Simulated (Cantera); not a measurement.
Charge: 1 mol Al2O3, 0.023 mol HCl, 0.5 mol O2, equilibrated at 1325 K and 0.180 bar.

Cantera equilibrium calculation (NASA polynomials, part measured and part estimated; ideal gas, pure solids and liquids). Candidate condensed phases: Al, AlCl3, Al2O3, H2O; 29 gas species. Equilibrium is a limit: real reactors are often held back by kinetics, nucleation or transport.

Base state: O2 0.955, HCl 0.0326, H2O 0.00574, Cl2 0.00450, Cl 0.00244, ClO 3.20e-5 (mole fractions); condensed: Al2O3(s).

Task: What changes in the equilibrium state with this change: temperature from 1325 K to 1250 K?

Result: 
```csv
species,before,after
O2,0.955,0.955
HCl,0.0326,0.0317
H2O,0.00574,0.00618
Cl,0.00244,0.00136
Cl2,0.00450,0.00549
ClO,3.20e-5,2.03e-5
"Al2O3(s), mol",1.00,1.00
```

Task: What changes in the equilibrium state with this change: HCl from 0.023 to 0.96 mol?

Result: 
| species | before | after |
|---|---|---|
| HCl | 0.0326 | 0.543 |
| O2 | 0.955 | 0.319 |
| H2O | 0.00574 | 0.0667 |
| Cl2 | 0.00450 | 0.0622 |
| HOCl | 3.60e-6 | 3.47e-5 |
| Cl | 0.00244 | 0.00907 |
| Al2O3(s), mol | 1.00 | 1.000 |
Gases not in the tables: Al(OH)3.
